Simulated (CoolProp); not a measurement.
Computed with CoolProp (reference Helmholtz-energy equation of state, Thol 2018).

### Question
Give the vapour pressure (MPa), liquid density (kg/m³), vapour density (kg/m³), enthalpy of vaporisation (kJ/kg) of saturated hydrogen chloride at -98.65, -90.65 °C.

### Answer
```
T (°C)  p (MPa)  liquid density (kg/m³)  vapour density (kg/m³)  enthalpy of vaporisation (kJ/kg)
------  -------  ----------------------  ----------------------  --------------------------------
-98.65   0.0436                    1220                    1.11                               458
-90.65   0.0726                    1200                    1.79                               450
```
